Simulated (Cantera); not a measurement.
Mixture: CH₄ : C₂H₆ : C₃H₈ : O₂ : N₂ : CO₂ = 1 : 0.18 : 0.39 : 3.52 : 13.2 : 0.032 (molar parts), equivalence ratio 1.3, at 420 Torr, adiabatic and at constant pressure. Ignition delay is the time to a rise of 400 K.

Model: GRI-Mech 3.0 (53 species, 325 reactions), integrated in Cantera. GRI-Mech 3.0 was tuned for natural gas; its chemistry of propane as a main component is partial and can be far from experiment.

Predict: delay at 1298 K; delay at 1373 K; delay at 1448 K; delay at 1523 K; delay at 1598 K; delay at 1673 K; delay at 1748 K; apparent activation energy between 1598 and 1748 K.


```
Item                                                     Value
--------------------------------------------------  ----------
delay at 1298 K                                        1.32 ms
delay at 1373 K                                       0.520 ms
delay at 1448 K                                       0.241 ms
delay at 1523 K                                       0.128 ms
delay at 1598 K                                        76.2 µs
delay at 1673 K                                        49.6 µs
delay at 1748 K                                        34.6 µs
apparent activation energy between 1598 and 1748 K  120 kJ/mol
```
